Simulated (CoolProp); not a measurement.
Computed with CoolProp (reference Helmholtz-energy equation of state, Lemmon 2006). It is a short technical equation, of lower accuracy than the large ones.

Task: Give the vapour pressure (bar), enthalpy of vaporisation (kJ/kg), vapour Z, vapour viscosity (µPa s) of saturated hydrogen sulfide at -3.75 °C.

Result: 
```tsv
T (°C)	p (bar)	enthalpy of vaporisation (kJ/kg)	vapour Z	vapour viscosity (µPa s)
-3.75	9.23	469	0.894	10.2
```

Viscosity comes from a separate model (Quiñones-Cisneros 2012).
